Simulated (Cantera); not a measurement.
What does this Cantera script print?

```python
import numpy as np
import cantera as ct

gas_names = """
    Br Br2 N N2 Si SiBr SiBr2 SiBr3 SiBr4 SiN Si2 Si2N Si3
""".split()
cond_names = """
    Br2(cr) Br2(L) Si(cr) Si(L) Si3N4(a)
""".split()


def load(file, names, dense=False):
    # The tables refer to 1 bar. Condensed volumes are neglected.
    table = {s.name: s for s in ct.Species.list_from_file(file)}
    out = []
    for n in names:
        d = dict(table[n].input_data)
        d["thermo"] = dict(d["thermo"], **{"reference-pressure": 1e5})
        if dense:
            d["equation-of-state"] = {"model": "constant-volume", "density": "1e6 g/cm^3"}
        out.append(ct.Species.from_dict(d))
    return out


gas = ct.Solution(thermo="ideal-gas", species=load("nasa_gas.yaml", gas_names))
cond = {s.name: ct.Solution(thermo="fixed-stoichiometry", species=[s], name=s.name)
        for s in load("nasa_condensed.yaml", cond_names, dense=True)}
atoms = {
    'Si': {'Si': 1},
    'Br2': {'Br': 2},
    'N2': {'N': 2},
}
top_T = {'Si3N4(a)': 2400}  # K; cautious upper limits of use, not melting points


def equilibrate(T, P, feed):
    n = {}
    for name, mol in feed.items():
        for a, k in atoms[name].items():
            n[a] = n.get(a, 0.0) + k * mol
    gas.TPX = T, P, n
    mass = sum(n.values()) * gas.mean_molecular_weight
    gas.equilibrate("TP")
    valid = [c for c in cond.values() if c.min_temp <= T <= top_T.get(c.name, c.max_temp)]
    mix = ct.Mixture([(gas, mass / gas.mean_molecular_weight)] + [(c, 0.0) for c in valid])
    mix.T, mix.P = T, P
    mix.equilibrate("TP", solver="vcs", rtol=1e-11, max_steps=5000)
    return mix


results = []
feed = {'Si': 1, 'Br2': 8.9, 'N2': 1.7}  # mol
T = 575  # K
P = 13332.2  # Pa
mix = equilibrate(T, P, feed)
results.append((T, P, feed, dict(zip(mix.species_names, mix.species_moles))))
print(gas.report(threshold=1e-06))
for i in range(1, mix.n_phases):
    print(f"{mix.phase(i).name:16s} {mix.phase_moles(i):12.5e} mol")
```

Output:

```
       temperature   575 K
          pressure   13332 Pa
           density   0.43515 kg/m^3
  mean mol. weight   156.04 kg/kmol
   phase of matter   gas

                          1 kg             1 kmol
                     ---------------   ---------------
          enthalpy            -59938       -9.3528e+06  J
   internal energy            -90576       -1.4134e+07  J
           entropy            1927.9        3.0083e+05  J/K
    Gibbs function       -1.1685e+06       -1.8233e+08  J
 heat capacity c_p            275.32             42962  J/K
 heat capacity c_v            222.04             34648  J/K

                      mass frac. Y      mole frac. X     chem. pot. / RT
                     ---------------   ---------------   ---------------
                Br        1.1787e-06        2.3018e-06           -13.087
               Br2            0.7361           0.71875           -26.175
                N2          0.031792           0.17708           -27.408
             SiBr4           0.23211           0.10417           -138.92
     [   +9 minor]        7.3112e-17        4.2602e-17

Br2(L)            0.00000e+00 mol
Si(cr)            0.00000e+00 mol
Si3N4(a)          0.00000e+00 mol
```

Cantera equilibrium calculation (NASA polynomials, part measured and part estimated; ideal gas, pure solids and liquids).
